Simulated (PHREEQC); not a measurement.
Solution (25 °C): 0.00014 mol/kgw Na2CO3 and 0.29 mol/kgw MgSO4. Closed to the air; pH follows from the charge balance.

All values are PHREEQC results (ion-association model, wateq4f.dat), not measurements.

Task: The ionic strength comes out as 0.460 mol/kgw. What activity coefficients do HCO3-, NaSO4-, MgHCO3+, CO3-2, OH- get?

Result: HCO3- 0.70, NaSO4- 0.70, MgHCO3+ 0.66, CO3-2 0.24, OH- 0.64.

No solid was allowed to form. The solution is supersaturated, for example in Magnesite (slow to form), so a real one may precipitate; this is no full list.
